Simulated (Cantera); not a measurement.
A perfectly stirred reactor is fed with 4.09 % CH4, 3.72 % H2, 19.3 % O2, 72.9 % N2, equivalence ratio 0.52, at 5.00 bar; it is adiabatic with a 625 K inlet, and is followed from long to short residence time, starting on the burning branch (τ in s: 0.082, 0.038, 0.018, 0.0081, 0.0037, 0.0017, 0.0008, 0.00037, 0.00017, 7.8e-05).

Detailed kinetics in Cantera: GRI-Mech 3.0 (53 species, 325 reactions).

Problem. Predict: blow-out, bracketed by the residence times tried; x(CH4) at τ = 82.0 ms; x(H2) at τ = 82.0 ms; x(O2) at τ = 82.0 ms; x(HO2) at τ = 82.0 ms; x(CH4) at τ = 1.70 ms; x(H2) at τ = 1.70 ms; x(O2) at τ = 1.70 ms; x(HO2) at τ = 1.70 ms; x(C2H6) at τ = 1.70 ms.

Solution. blow-out, bracketed by the residence times tried: burning at 78.0 µs, the shortest tried
x(CH4) at τ = 82.0 ms: 4.41e-6
x(H2) at τ = 82.0 ms: 2.47e-5
x(O2) at τ = 82.0 ms: 0.0943
x(HO2) at τ = 82.0 ms: 1.56e-6
x(CH4) at τ = 1.70 ms: 6.57e-5
x(H2) at τ = 1.70 ms: 0.000270
x(O2) at τ = 1.70 ms: 0.0947
x(HO2) at τ = 1.70 ms: 1.14e-5
x(C2H6) at τ = 1.70 ms: 9.90e-9
